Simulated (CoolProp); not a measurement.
Properties of nitrogen along the isotherm 81.4 K (Tc = 126.2 K, pc = 3.396 MPa, ω = 0.037).

Values from CoolProp's reference Helmholtz-energy equation of state, Span 2000.

| p (MPa) | phase | density (kg/m³) | Joule-Thomson coefficient (K/MPa) |
|---|---|---|---|
| 0.566 | liquid | 788.6 | -0.3161 |
| 1.13 | liquid | (withheld) | -0.3207 |
| 1.7 | liquid | 791.8 | (withheld) |
| 2.26 | liquid | 793.4 | -0.3294 |
| 2.83 | liquid | 795.0 | (withheld) |
| 3.4 | liquid | 796.5 | (withheld) |
| 3.96 | liquid | 798.0 | -0.3413 |
| 4.53 | liquid | 799.5 | -0.3449 |
| 5.09 | liquid | 800.9 | -0.3484 |
| 5.66 | liquid | 802.4 | -0.3519 |
| 6.23 | liquid | 803.8 | -0.3552 |
| 6.79 | liquid | 805.2 | -0.3584 |
| 7.36 | liquid | 806.6 | -0.3615 |
| 7.92 | liquid | 807.9 | -0.3644 |
| 8.49 | liquid | 809.3 | -0.3673 |

Some entries are withheld; supply them.


- 1.13, density (kg/m³): 790.2
- 1.7, Joule-Thomson coefficient (K/MPa): -0.3252
- 2.83, Joule-Thomson coefficient (K/MPa): -0.3335
- 3.4, Joule-Thomson coefficient (K/MPa): -0.3375
